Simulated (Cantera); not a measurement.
A closed system holds: 1 mol borazine, 0.2 mol N2, held at 1.00 Torr.

Method: chemical equilibrium by Gibbs-energy minimisation in Cantera with the NASA 1993 tables (ideal gas, pure condensed phases). Candidate condensed phases: B, BN; 15 gas species. The feed counts by its element totals alone. Kinetics and transport are ignored. All values below are at 850 K.

Base state: H2 0.938, N2 0.0625 (mole fractions); condensed: BN(s).

Task: What changes in the equilibrium state with this change: borazine replaced by B2H6?

Result: 
```csv
species,before,after
H2,0.938,1.00
N2,0.0625,<1e-9
"BN(s), mol",3.00,0.400
"B(s), mol",0,1.60
```
N2 is the only nitrogen source here; it is nearly inert below about 1500 K, so the nitride shown seldom forms there in practice.
